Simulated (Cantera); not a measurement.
A Cantera script and what it prints.

```python
import numpy as np
import cantera as ct

gas_names = """
    C CH CH2 CH3 CH2OH CH3O CH4 CH3OH CO CO2 COOH C2 C2H CHCO,ketyl C2H2,acetylene C2H2,vinylidene
    CH2CO,ketene C2H3,vinyl CH3CO,acetyl C2H4 C2H4O,ethylen CH3CHO,ethanal CH3COOH (HCOOH)2 C2H5 C2H6
    CH3OCH3 C2H5OH C2O C3 C3H3,propargyl C3H4,allene C3H4,propyne C3H4,cyclo- C3H5,allyl C3H6,propylene
    C3H6,cyclo- C3H6O C3H7,n-propyl C3H7,i-propyl C3H8 C3H8O,1propanol C3H8O,2propanol C3O2 C4 C4H2
    C4H4,1,3-cyclo- C4H6,butadiene C4H6,2-butyne C4H6,cyclo- C4H8,1-butene C4H8,cis2-buten
    C4H8,tr2-butene C4H8,isobutene C4H8,cyclo- (CH3COOH)2 C4H9,n-butyl C4H9,i-butyl C4H9,s-butyl
    C4H9,t-butyl C4H10,isobutane C4H10,n-butane C5 C5H6,1,3cyclo- C5H8,cyclo- C5H10,1-pentene
    C5H10,cyclo- C5H11,pentyl C5H11,t-pentyl C5H12,n-pentane C5H12,i-pentane CH3C(CH3)2CH3 C6H2
    C6H5,phenyl C6H5O,phenoxy C6H6 C6H5OH,phenol C6H10,cyclo- C6H12,1-hexene C6H12,cyclo- C6H13,n-hexyl
    C7H7,benzyl C7H8 C7H8O,cresol C7H14,1-heptene C7H15,n-heptyl C7H16,n-heptane C8H8,styrene
    C8H10,ethylbenz C8H16,1-octene C8H17,n-octyl C8H18,isooctane C8H18,n-octane C9H19,n-nonyl
    C10H8,naphthale C10H21,n-decyl C12H9,o-bipheny C12H10,bipheny H HCO HO2 H2 HCHO,formaldehy HCOOH H2O
    H2O2 O OH O2 O3 Ta TaO TaO2
""".split()
cond_names = """
    C(gr) C6H6(L) C7H8(L) C8H18(L),n-octa H2O(s) H2O(L) Ta(cr) Ta(L) TaC(s) TaC(L) Ta2O5(s) Ta2O5(L)
""".split()


def load(file, names, dense=False):
    # The tables refer to 1 bar. Condensed volumes are neglected.
    table = {s.name: s for s in ct.Species.list_from_file(file)}
    out = []
    for n in names:
        d = dict(table[n].input_data)
        d["thermo"] = dict(d["thermo"], **{"reference-pressure": 1e5})
        if dense:
            d["equation-of-state"] = {"model": "constant-volume", "density": "1e6 g/cm^3"}
        out.append(ct.Species.from_dict(d))
    return out


gas = ct.Solution(thermo="ideal-gas", species=load("nasa_gas.yaml", gas_names))
cond = {s.name: ct.Solution(thermo="fixed-stoichiometry", species=[s], name=s.name)
        for s in load("nasa_condensed.yaml", cond_names, dense=True)}
atoms = {
    'Ta': {'Ta': 1},
    'CO2': {'C': 1, 'O': 2},
    'H2': {'H': 2},
}
top_T = {'C(gr)': 4500}  # K; cautious upper limits of use, not melting points


def equilibrate(T, P, feed):
    n = {}
    for name, mol in feed.items():
        for a, k in atoms[name].items():
            n[a] = n.get(a, 0.0) + k * mol
    gas.TPX = T, P, n
    mass = sum(n.values()) * gas.mean_molecular_weight
    gas.equilibrate("TP")
    valid = [c for c in cond.values() if c.min_temp <= T <= top_T.get(c.name, c.max_temp)]
    mix = ct.Mixture([(gas, mass / gas.mean_molecular_weight)] + [(c, 0.0) for c in valid])
    mix.T, mix.P = T, P
    mix.equilibrate("TP", solver="vcs", rtol=1e-11, max_steps=5000)
    return mix


results = []
feed = {'Ta': 1, 'CO2': 9.5, 'H2': 120}  # mol
T = 1175  # K
P = 570  # Pa
mix = equilibrate(T, P, feed)
results.append((T, P, feed, dict(zip(mix.species_names, mix.species_moles))))
print(gas.report(threshold=0.001))
for i in range(1, mix.n_phases):
    print(f"{mix.phase(i).name:16s} {mix.phase_moles(i):12.5e} mol")
```

Output:

```
       temperature   1175 K
          pressure   570 Pa
           density   0.00027934 kg/m^3
  mean mol. weight   4.7877 kg/kmol
   phase of matter   gas

                          1 kg             1 kmol
                     ---------------   ---------------
          enthalpy        1.0995e+06        5.2643e+06  J
   internal energy         -9.41e+05       -4.5052e+06  J
           entropy             47351         2.267e+05  J/K
    Gibbs function       -5.4538e+07       -2.6111e+08  J
 heat capacity c_p            6664.9             31910  J/K
 heat capacity c_v            4928.3             23595  J/K

                      mass frac. Y      mole frac. X     chem. pot. / RT
                     ---------------   ---------------   ---------------
                CO           0.41055          0.070174           -45.176
               CO2          0.029274         0.0031847           -80.246
                H2           0.36877           0.87577           -23.221
               H2O           0.19141          0.050869           -58.291
     [ +109 minor]        3.9035e-07        1.5403e-06

C(gr)             0.00000e+00 mol
Ta(cr)            0.00000e+00 mol
TaC(s)            0.00000e+00 mol
Ta2O5(s)          5.00000e-01 mol
```

Cantera equilibrium calculation (NASA polynomials, part measured and part estimated; ideal gas, pure solids and liquids).
